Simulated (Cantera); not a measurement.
Mixture: H2 : O2 : N2 : H2O = 1 : 1.06 : 4 : 0.51 (molar parts), equivalence ratio 0.47, at 585 Torr, adiabatic and at constant volume. Ignition delay is the time to a rise of 400 K.

Cantera simulation using GRI-Mech 3.0 (53 species, 325 reactions); the numbers are that mechanism's predictions, not measurements. Where the delays flatten at high temperature, the 400 K rule measures the pace of heat release, not the induction time.

Task: What does this change do: H2O 0.51 to 1.1 parts?

Result: 
| quantity | before | after |
|---|---|---|
| delay at 1175 K | 82.5 µs | 98.5 µs |
| delay at 1275 K | 50.8 µs | 57.2 µs |
| delay at 1375 K | 37.1 µs | 40.8 µs |
| delay at 1475 K | 30.9 µs | 33.6 µs |
| delay at 1575 K | 28.7 µs | 31.0 µs |
| delay at 1675 K | 28.9 µs | 31.2 µs |
| delay at 1775 K | 31.0 µs | 33.4 µs |

Task: What does this change do: pressure from 585 Torr to 3750 Torr?

Result: 
```
quantity          before     after
---------------  -------  --------
delay at 1175 K  82.5 µs  0.255 ms
delay at 1275 K  50.8 µs   14.4 µs
delay at 1375 K  37.1 µs   6.22 µs
delay at 1475 K  30.9 µs   3.88 µs
delay at 1575 K  28.7 µs   2.82 µs
delay at 1675 K  28.9 µs   2.25 µs
delay at 1775 K  31.0 µs   1.93 µs
```
The hydrogen kinetics of GRI-Mech 3.0 are dated; newer H2 mechanisms differ, most at raised pressure.
